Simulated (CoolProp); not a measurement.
1000 sccm (0 °C, 1 atm) of nitrogen bubbles through liquid octamethylcyclotetrasiloxane (D4) at 315.4 K and leaves saturated at a total pressure of 0.00427 MPa (ideal gas phase). Each further row changes one setting.

The numbers come from the reference Helmholtz-energy equation of state, Thol 2015 in CoolProp.

```
case                        vapour pressure (kPa)  mole fraction of vapour  delivery (mg/min)  delivery (sccm)  change of delivery for a bath 1 K warmer (%)
--------------------------  ---------------------  -----------------------  -----------------  ---------------  --------------------------------------------
as stated                                   0.444                    0.104               1530                ?                                             ?
bath temperature 320.4 K                        ?                    0.142                  ?              166                                           7.5
total pressure 0.00854 MPa                  0.444                   0.0520                  ?             54.8                                             ?
```

Task: Fill in the missing entries.

Result: 
- as stated, delivery (sccm): 116
- as stated, change of delivery for a bath 1 K warmer (%): 7.4
- bath temperature 320.4 K, vapour pressure (kPa): 0.608
- bath temperature 320.4 K, delivery (mg/min): 2200
- total pressure 0.00854 MPa, delivery (mg/min): 725
- total pressure 0.00854 MPa, change of delivery for a bath 1 K warmer (%): 7.0
